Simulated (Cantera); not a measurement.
An isothermal, constant-pressure homogeneous reactor starts with 40.0 % NO, 60.0 % N2, at 1650 K and 97.5 Torr.

Model: GRI-Mech 3.0 (53 species, 325 reactions), integrated in Cantera.

Predict: x(NO) at 100 s; x(O) at 100 s; x(NO2) at 100 s; x(N2O) at 100 s; x(N2) at 100 s; x(O2) at 100 s.


| Item | Value |
|---|---|
| x(NO) at 100 s | 0.242 (gas-phase equilibrium 0.00235) |
| x(O) at 100 s | 2.08e-5 (gas-phase equilibrium 3.22e-5) |
| x(NO2) at 100 s | 0.000188 (gas-phase equilibrium 2.90e-6) |
| x(N2O) at 100 s | 2.00e-5 (gas-phase equilibrium 5.03e-8) |
| x(N2) at 100 s | 0.679 (gas-phase equilibrium 0.799) |
| x(O2) at 100 s | 0.0787 (gas-phase equilibrium 0.199) |
